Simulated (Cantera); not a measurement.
An isothermal, constant-pressure homogeneous reactor starts with NH3 : H2 = 1 : 0.2 (molar parts), at 2323 K and 100000 Pa.

Model: the gas-phase N/H chemistry of the illustrative SiF4/NH3 mechanism in the Surface Chemkin manual (1991), integrated in Cantera. Walls and surfaces, which speed up NH3 decomposition in real reactors, are not modelled.

x: mole fraction; the columns are a selection and need not sum to one.

```tsv
t (s)	x NH3	x H2	x N	x N2	x N2H2	x N2H4	x NH
0.000100	0.773	0.207	4.61e-6	0.0145	2.42e-5	8.90e-7	9.79e-5
0.000528	0.570	0.355	6.10e-6	0.0703	1.50e-5	5.37e-7	9.77e-5
0.00278	?	?	?	?	?	?	?
0.0147	0.000848	0.764	4.02e-6	0.226	5.30e-9	4.88e-11	7.85e-6
0.0775	3.69e-5	0.764	2.17e-7	0.226	1.51e-11	<1e-12	3.94e-7
0.409	6.90e-6	0.764	4.05e-8	0.226	3.27e-12	<1e-12	7.37e-8
2.16	4.05e-6	0.764	2.38e-8	0.226	2.99e-12	<1e-12	4.32e-8
11.4	4.04e-6	0.764	2.37e-8	0.226	2.99e-12	<1e-12	4.31e-8
60.0	4.04e-6	0.764	2.37e-8	0.226	2.99e-12	<1e-12	4.31e-8
```

**Question.** Complete the blanks.

**Answer.** 
- 0.00278, x NH3: 0.162
- 0.00278, x H2: 0.653
- 0.00278, x N: 7.73e-6
- 0.00278, x N2: 0.182
- 0.00278, x N2H2: 3.04e-6
- 0.00278, x N2H4: 9.10e-8
- 0.00278, x NH: 7.09e-5
